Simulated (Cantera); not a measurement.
An isothermal, constant-pressure homogeneous reactor starts with NH3 : N2 = 5.2 : 10 (molar parts), at 1675 K and 0.0296 atm.

Computed with Cantera and the gas-phase N/H chemistry of the illustrative SiF4/NH3 mechanism in the Surface Chemkin manual (1991). Walls and surfaces, which speed up NH3 decomposition in real reactors, are not modelled.

One state of this run: x NH3 = 0.280; x H2 = 0.0698; x N = 8.04e-8; x NH2 = 0.000152; x H = 1.53e-5; x N2H4 = 7.72e-9. x: mole fraction; the columns are a selection and need not sum to one.

### Question
Which value of t (s) does it belong to?
A) 0.0775
B) 0.541
C) 0.00419
D) 3.78

### Answer
D, 3.78
